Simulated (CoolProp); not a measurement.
A single-stage vapour-compression cycle with the fluid: evaporating at 230.15 K (dew point), condensing at 295.15 K (bubble point), superheat 5 K, subcooling 2 K, compressor efficiency 0.65, no pressure losses. The same conditions are run with several fluids, on thermodynamics alone (safety and materials aside).

Model: reference Helmholtz-energy equation of state of each fluid (R115: Lemmon 2016; R124: de Vries 1995; carbon dioxide: Span 1996; C3F8 (R218): Lemmon 2006; R152A: Outcalt 1996; hydrogen sulfide: Lemmon 2006), in CoolProp.

### Question
Rank R115, R124, carbon dioxide, C3F8 (R218), R152A, hydrogen sulfide by cooling COP, highest first.

### Answer
R152A (1.80), R124 (1.74), hydrogen sulfide (1.71), R115 (1.50), carbon dioxide (1.29), C3F8 (R218) (1.26)

| fluid | pressure ratio | discharge temperature (K) | refrigerating effect (kJ/kg) | volumetric capacity (kJ/m³) |
|---|---|---|---|---|
| R115 | 9.79 | 311.5 | 67.1 | 468 |
| R124 | 15.6 | 334.4 | 116 | 183 |
| carbon dioxide | 6.68 | 415.7 | 185 | 4200 |
| C3F8 (R218) | 10.5 | 295.9 | 45.1 | 343 |
| R152A | 13.5 | 373.1 | 245 | 342 |
| hydrogen sulfide | 8.28 | 469.1 | 400 | 1640 |
